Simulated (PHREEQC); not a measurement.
Make-up at 41 °C: 0.0025 mol HBr, 0.012 mol CaCl2 and 0.021 mol MnSO4 per kg of water. Closed to the air; pH follows from the charge balance.

Computed with PHREEQC (ion-association model, phreeqc.dat).

Problem. The ionic strength comes out as 0.0836 mol/kgw. What activity coefficients do H+, SO4-2, Mn+2, HSO4-, Br- get?

Solution. H+ 0.83, SO4-2 0.39, Mn+2 0.41, HSO4- 0.79, Br- 0.76.

No solid was allowed to form. Constants without temperature data keep their 25 °C values here.
